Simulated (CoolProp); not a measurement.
A closed Brayton cycle with carbon dioxide: compressor inlet 322.15 K and 9.3 MPa, high pressure 17 MPa, turbine inlet 870 K, compressor efficiency 0.85, turbine efficiency 0.85, recuperator effectiveness 0.9 (on enthalpy, no pinch check). Each further row changes one setting.

The numbers come from the reference Helmholtz-energy equation of state, Span 1996 in CoolProp.

| case | thermal efficiency (%) | net work (kJ/kg) | compressor to turbine work | compressor exit (K) | turbine exit (K) |
|---|---|---|---|---|---|
| as stated | 28.4 | 58.2 | 0.29 | 364.3 | 798.2 |
| turbine inlet 820 K | 27.3 | 53.1 | 0.31 | 364.3 | 750.8 |
| compressor inlet 332.15 K | 28.0 | ___ | 0.35 | 381.5 | 798.2 |
| high pressure 14.4 MPa | ___ | 43.6 | ___ | ___ | 817.7 |
| recuperator effectiveness 0.5 | ___ | 58.2 | 0.29 | 364.3 | 798.2 |

Task: Complete the blanks.

Result: 
- compressor inlet 332.15 K, net work (kJ/kg): 52.8
- high pressure 14.4 MPa, thermal efficiency (%): 24.8
- high pressure 14.4 MPa, compressor to turbine work: 0.27
- high pressure 14.4 MPa, compressor exit (K): 352.6
- recuperator effectiveness 0.5, thermal efficiency (%): 14.1
